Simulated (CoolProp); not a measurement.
Computed with CoolProp (reference Helmholtz-energy equation of state, Lemmon 2006). It is a short technical equation, of lower accuracy than the large ones.

Give the vapour pressure (bar), vapour density (kg/m³), enthalpy of vaporisation (kJ/kg) of saturated CH3F (R41) at 155.6, 173.5, 182.5 K.


| T (K) | p (bar) | vapour density (kg/m³) | enthalpy of vaporisation (kJ/kg) |
|---|---|---|---|
| 155.6 | 0.0625 | 0.166 | 537 |
| 173.5 | 0.266 | 0.640 | 516 |
| 182.5 | 0.489 | 1.13 | 504 |
